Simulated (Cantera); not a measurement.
Feed: 1 mol CaO, a varied amount of HF, at 1.00 Torr.

Equilibrium computed with Cantera from the NASA thermochemical tables; the gas is ideal and each condensed phase is pure. Candidate condensed phases: Ca, CaF2, CaO, Ca(OH)2, H2O; 29 gas species. Mutual solubility and eutectic melting of coexisting phases are not modelled. The numbers say what is thermodynamically allowed, not how fast it happens.

Task: What condenses at these points (T in K, n(HF) in mol): (1373, 13); (1573, 2.9); (1123, 2.9); (1073, 47); (1423, 3.7)?

Result: 
| T (K) | n(HF) in mol | condensed phases | Ca condensed (%) |
|---|---|---|---|
| 1373 | 13 | CaF2 | 99.9 |
| 1573 | 2.9 | CaF2 + CaO | 98.6 |
| 1123 | 2.9 | CaF2 | 100.0 |
| 1073 | 47 | CaF2 | 100.0 |
| 1423 | 3.7 | CaF2 | 99.9 |
